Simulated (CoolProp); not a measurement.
Vapour-liquid equilibrium of R22 (1) + R115 (2) at 323.8 K; x and y are mole fractions of (1).

Values from CoolProp's multi-fluid Helmholtz-energy mixture model, Kamei 1995 and Lemmon 2016; pair parameters Bell 2016.

| x | bubble pressure, mixture model (kPa) | bubble pressure, Raoult's law (kPa) | y, mixture model | y, Raoult's law |
|---|---|---|---|---|
| 0.05 | ___ | 1694 | 0.078 | 0.058 |
| 0.125 | 1880 | 1716 | ___ | 0.144 |
| 0.2 | 1960 | 1738 | ___ | 0.227 |
| 0.275 | 2018 | 1760 | 0.321 | 0.308 |
| 0.35 | ___ | 1782 | 0.386 | 0.387 |
| 0.425 | 2087 | 1804 | 0.448 | 0.465 |
| 0.5 | 2101 | 1826 | ___ | 0.540 |
| 0.575 | 2105 | 1848 | 0.573 | 0.614 |
| 0.65 | 2099 | 1870 | ___ | 0.686 |
| 0.725 | 2083 | 1891 | 0.708 | 0.756 |
| 0.8 | ___ | 1913 | ___ | 0.824 |
| 0.875 | 2030 | 1935 | 0.860 | 0.892 |
| 0.95 | 1996 | 1957 | 0.942 | 0.957 |

### Question
Some entries are withheld; supply them.

### Answer

- 0.05, bubble pressure, mixture model (kPa): 1772
- 0.125, y, mixture model: 0.173
- 0.2, y, mixture model: 0.252
- 0.35, bubble pressure, mixture model (kPa): 2059
- 0.5, y, mixture model: 0.510
- 0.65, y, mixture model: 0.639
- 0.8, bubble pressure, mixture model (kPa): 2060
- 0.8, y, mixture model: 0.782

The largest gap from Raoult's law is +15.7 % in bubble pressure, at x = 0.425. y crosses x between x = 0.5 and 0.575: the model has an azeotrope there.

The pair parameters rest on a limited set of measurements; away from them the model extrapolates.
